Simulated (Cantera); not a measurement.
# Reactions in the system Cl-F-H-Sr

Source: NASA polynomial tables (part measured, part estimated), evaluated in Cantera. Values are per mole of reaction as written; species without (g) are pure solids or liquids, kept so even where they would boil at 1 bar.

Sr + 2 F(g) + 2 HCl(g) = SrCl2 + 2 HF(g)

```tsv
T (K)	ΔH° (kJ)	ΔS° (J/K)	ΔG° (kJ)	log10 K
1625	-1309.0	-246.1	-909.2	29.22
1650	-1308.5	-245.7	-903.0	28.59
1675	-1308.0	-245.4	-896.9	27.97
1700	-1307.4	-245.1	-890.8	27.37
1725	-1306.8	-244.8	-884.6	26.79
1750	-1306.3	-244.4	-878.5	26.22
1775	-1305.7	-244.1	-872.4	25.67
```
